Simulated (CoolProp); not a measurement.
Saturated liquid density (kg/m³) of CH3F (R41): the reference equation beside estimates from Tc = 44.1 °C, pc = 5.906 MPa, ω = 0.200. Rackett uses Z = 0.29056 − 0.08775 ω.

Computed with CoolProp (reference Helmholtz-energy equation of state, Lemmon 2006). It is a short technical equation, of lower accuracy than the large ones.

```
T (°C)  reference  Rackett  van der Waals  Redlich-Kwong  Soave-Redlich-Kwong  Peng-Robinson
------  ---------  -------  -------------  -------------  -------------------  -------------
-60.05      841.6    717.8          445.4          649.0                667.1          754.8
-49.55      817.4    697.8          433.1          627.3                646.5          732.2
-38.95      791.7    676.6          419.9          603.8                623.9          707.2
-28.45      764.5        ?          405.8          578.6                599.3              ?
-17.85      735.0    630.1          390.5          550.9                571.9          649.0
-7.35       703.1    604.2          373.8          520.9                541.6          614.6
3.25        667.3    575.2          355.1          487.1                507.0          574.9
13.75       626.7    542.3          333.8          449.1                467.4          529.0
24.35       577.3    502.3          308.2          403.7                419.2          472.5
34.85           ?    448.1          274.6          345.5                356.3          398.3
```

Problem. Complete the blanks.

Solution. 
- -28.45, Rackett: 654.3
- -28.45, Peng-Robinson: 679.8
- 34.85, reference: 510.5

Absolute difference from the reference over all 10 rows, mean and median: Rackett 13.9 and 14.2 %, van der Waals 46.8 and 46.9 %, Redlich-Kwong 26.3 and 25.5 %, Soave-Redlich-Kwong 23.7 and 22.6 %, Peng-Robinson 13.6 and 12.1 %.
